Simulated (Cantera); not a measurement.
Charge: 1 mol Cu, 1.3 mol F2, 2.8 mol N2, equilibrated at 448.15 K and 0.000170 bar.

Equilibrium computed with Cantera from the NASA thermochemical tables; the gas is ideal and each condensed phase is pure. Candidate condensed phases: Cu, CuF2; 11 gas species. Equilibrium is a limit: real reactors are often held back by kinetics, nucleation or transport.

Base state: N2 0.931, NF3 0.0688, F2 0.000237 (mole fractions); condensed: CuF2(s).

Task: What changes in the equilibrium state with this change: temperature from 448.15 K to 1048.15 K?

Result: 
```csv
species,before,after
N2,0.931,0.636
CuF2,<1e-9,0.227
F,6.92e-7,0.136
NF3,0.0688,<1e-9
F2,0.000237,0.000132
"CuF2(s), mol",1.00,0
```
